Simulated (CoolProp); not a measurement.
Model: reference Helmholtz-energy equation of state, Lemmon 2013, in CoolProp.

Question: For propylene, give the phase and the Joule-Thomson coefficient (K/MPa), isothermal compressibility (1/MPa), expansivity (1/kK), Prandtl number at 376.3 K and 0.759 MPa.

Answer: 
- 376.3 K and 0.759 MPa: gas; Joule-Thomson coefficient 9.17, isothermal compressibility 1.39, expansivity 3.16, Prandtl number 0.776

Viscosity comes from a separate model (Huber 2003), an estimate that may be off by 10 % or more. Thermal conductivity comes from a separate model (Huber 2003), an estimate that may be off by 10 % or more.
